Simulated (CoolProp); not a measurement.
Saturation properties of methanol (Tc = 240.2 °C, pc = 8.216 MPa, ω = 0.565).

Values from CoolProp's reference Helmholtz-energy equation of state, de Reuck 1993.

| T (°C) | p (MPa) | vapour Z | surface tension (mN/m) |
|---|---|---|---|
| -3.35 | 0.003274 | 0.9877 | 24.6 |
| 9.05 | 0.007036 | [?] | 23.5 |
| 21.35 | 0.01401 | [?] | [?] |
| 33.75 | 0.02637 | 0.9707 | 21.4 |
| 46.05 | [?] | 0.9626 | 20.4 |
| 58.45 | 0.07953 | 0.9528 | 19.3 |
| 70.75 | 0.1290 | 0.9412 | 18.3 |
| 83.15 | 0.2024 | 0.9272 | 17.2 |
| 95.45 | 0.3059 | 0.9107 | 16.0 |
| 107.85 | 0.4503 | 0.8909 | 14.8 |
| 120.15 | 0.6435 | [?] | 13.6 |
| 132.55 | 0.9004 | 0.8403 | 12.3 |
| 144.85 | 1.230 | 0.8084 | 11.0 |

Problem. Some entries are withheld; supply them.

Solution. 
- 9.05, vapour Z: 0.9831
- 21.35, vapour Z: 0.9775
- 21.35, surface tension (mN/m): 22.5
- 46.05, p (MPa): 0.04680
- 120.15, vapour Z: 0.8678

It boils at 64.5 °C under 1 atm.

Surface tension comes from a separate correlation (Mulero 2012).
